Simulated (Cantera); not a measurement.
A closed system holds: 1 mol B₂O₃, 43 mol N₂, 0.9 mol H₂, held at 2223 K and 0.930 bar.

Equilibrium computed with Cantera from the NASA thermochemical tables; the gas is ideal and each condensed phase is pure. Candidate condensed phases: B, BN, B₂O₃, B₃O₃H₃, H₂O; 39 gas species. Rates play no part.

Base state: N₂ 0.956, B₂O₃ 0.0156, H₂ 0.0147, HBO₂ 0.00621, HBO 0.00287, BO 0.00187, B₂O₂ 0.00113, H 0.000806 (mole fractions); condensed: gas only.

Problem. What changes in the equilibrium state with this change: temperature from 2223 K to 1000 K?

Solution. 
```csv
species,before,after
N₂,0.956,0.979
H₂,0.0147,0.0203
H₂O,0.000355,0.000191
B₂O₃,0.0156,<1e-9
HBO₂,0.00621,3.76e-7
HBO,0.00287,<1e-9
BO,0.00187,<1e-9
B₂O₂,0.00113,<1e-9
H,0.000806,<1e-9
BO₂,5.92e-5,<1e-9
"BN(s), mol",0,0.00560
"B₂O₃(l), mol",0,0.997
```
N₂ is the only nitrogen source here; it is nearly inert below about 1500 K, so the nitride shown seldom forms there in practice. Gases not in the tables: H₃BO₃.
